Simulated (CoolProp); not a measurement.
The numbers come from the reference Helmholtz-energy equation of state, Zhou 2014 in CoolProp.

Question: For cyclohexane, give the phase and the Z, speed of sound (m/s), viscosity (µPa s), fugacity coefficient at 130.05 °C and 3.06 MPa; 130.05 °C and 4.28 MPa; 130.05 °C and 4.9 MPa.

Answer: 
- 130.05 °C and 3.06 MPa: liquid; Z 0.114, speed of sound 813, viscosity 256, fugacity coefficient 0.120
- 130.05 °C and 4.28 MPa: liquid; Z 0.159, speed of sound 827, viscosity 261, fugacity coefficient 0.0899
- 130.05 °C and 4.9 MPa: liquid; Z 0.182, speed of sound 833, viscosity 264, fugacity coefficient 0.0804

Viscosity comes from a separate model (Tariq 2014).
